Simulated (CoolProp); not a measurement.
Vapour-liquid equilibrium of R143a (1) + dimethyl ether (2) at 12.5 bar; x and y are mole fractions of (1).

Model: multi-fluid Helmholtz-energy mixture model, Lemmon and Jacobsen 2000 and Wu 2011; pair parameters Bell 2016, in CoolProp.

```json
[
 {"x": "0.05", "bubble temperature, mixture model (°C)": "51.5", "bubble temperature, Raoult's law (°C)": "51.6", "y, mixture model": "[?]", "y, Raoult's law": "0.096"},
 {"x": "0.125", "bubble temperature, mixture model (°C)": "[?]", "bubble temperature, Raoult's law (°C)": "48.7", "y, mixture model": "0.206", "y, Raoult's law": "0.224"},
 {"x": "0.2", "bubble temperature, mixture model (°C)": "[?]", "bubble temperature, Raoult's law (°C)": "46.0", "y, mixture model": "[?]", "y, Raoult's law": "0.337"},
 {"x": "0.275", "bubble temperature, mixture model (°C)": "42.9", "bubble temperature, Raoult's law (°C)": "43.4", "y, mixture model": "[?]", "y, Raoult's law": "0.437"},
 {"x": "0.35", "bubble temperature, mixture model (°C)": "40.5", "bubble temperature, Raoult's law (°C)": "41.0", "y, mixture model": "0.487", "y, Raoult's law": "0.525"},
 {"x": "0.425", "bubble temperature, mixture model (°C)": "38.2", "bubble temperature, Raoult's law (°C)": "38.7", "y, mixture model": "0.563", "y, Raoult's law": "0.604"},
 {"x": "0.5", "bubble temperature, mixture model (°C)": "36.1", "bubble temperature, Raoult's law (°C)": "36.6", "y, mixture model": "[?]", "y, Raoult's law": "0.675"},
 {"x": "0.575", "bubble temperature, mixture model (°C)": "34.1", "bubble temperature, Raoult's law (°C)": "34.5", "y, mixture model": "0.697", "y, Raoult's law": "0.738"},
 {"x": "0.65", "bubble temperature, mixture model (°C)": "32.3", "bubble temperature, Raoult's law (°C)": "32.6", "y, mixture model": "0.757", "y, Raoult's law": "0.796"},
 {"x": "0.725", "bubble temperature, mixture model (°C)": "30.5", "bubble temperature, Raoult's law (°C)": "30.7", "y, mixture model": "0.813", "y, Raoult's law": "0.847"},
 {"x": "0.8", "bubble temperature, mixture model (°C)": "28.8", "bubble temperature, Raoult's law (°C)": "29.0", "y, mixture model": "0.867", "y, Raoult's law": "0.894"},
 {"x": "0.875", "bubble temperature, mixture model (°C)": "27.2", "bubble temperature, Raoult's law (°C)": "27.3", "y, mixture model": "[?]", "y, Raoult's law": "0.937"},
 {"x": "0.95", "bubble temperature, mixture model (°C)": "25.6", "bubble temperature, Raoult's law (°C)": "25.7", "y, mixture model": "[?]", "y, Raoult's law": "0.976"}
]
```

Task: Complete the blanks.

Result: 
- 0.05, y, mixture model: 0.088
- 0.125, bubble temperature, mixture model (°C): 48.4
- 0.2, bubble temperature, mixture model (°C): 45.5
- 0.2, y, mixture model: 0.311
- 0.275, y, mixture model: 0.404
- 0.5, y, mixture model: 0.633
- 0.875, y, mixture model: 0.918
- 0.95, y, mixture model: 0.968

The largest gap from Raoult's law is -0.5 K in bubble temperature, at x = 0.35. No azeotrope shows between x = 0.05 and 0.95.

Pair parameters are fitted to limited data, so mixtures are less certain than the pure fluids.
